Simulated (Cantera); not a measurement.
# Adiabatic ignition

An adiabatic, constant-pressure homogeneous reactor starts with 18.4 % CO, 1.55 % H₂, 9.03 % O₂, 71.0 % N₂, at 1748 K and 1.09 atm.

Detailed kinetics in Cantera: GRI-Mech 3.0 (53 species, 325 reactions).

```csv
t (s),T (K),x CO,x H₂,x O₂,x H₂O,x O
3.00e-6,1748,0.184,0.0155,0.0903,6.12e-7,1.36e-6
7.33e-6,1748,0.184,0.0155,0.0903,1.22e-5,1.27e-5
1.79e-5,1750,0.183,0.0121,0.0870,0.00191,0.00185
4.38e-5,1839,0.143,0.00130,0.0509,0.00613,0.0277
0.000107,2014,0.117,0.00159,0.0371,0.00461,0.0297
0.000262,2224,0.107,0.00168,0.0352,0.00720,0.0195
0.000641,2437,0.0921,0.00147,0.0305,0.00978,0.0111
0.00157,2603,0.0772,0.00117,0.0241,0.0117,0.00591
0.00383,2660,0.0711,0.00106,0.0201,0.0124,0.00423
0.00936,2658,0.0709,0.00107,0.0189,0.0125,0.00398
0.0229,2657,0.0709,0.00107,0.0187,0.0125,0.00394
0.0560,2657,0.0709,0.00107,0.0187,0.0125,0.00394
0.137,2657,0.0709,0.00107,0.0187,0.0125,0.00394
0.335,2657,0.0709,0.00107,0.0187,0.0125,0.00394
0.818,2657,0.0709,0.00107,0.0187,0.0125,0.00394
2.00,2657,0.0709,0.00107,0.0187,0.0125,0.00394
```
x: mole fraction; the columns are a selection and need not sum to one.

time of steepest temperature rise: 38.7 µs
temperature at 2.00 s: 2657 K
equilibrium temperature: 2657 K
x(CO) at 2.00 s: 0.0709 (gas-phase equilibrium 0.0709)
x(H₂) at 2.00 s: 0.00107 (gas-phase equilibrium 0.00107)
x(O₂) at 2.00 s: 0.0187 (gas-phase equilibrium 0.0187)
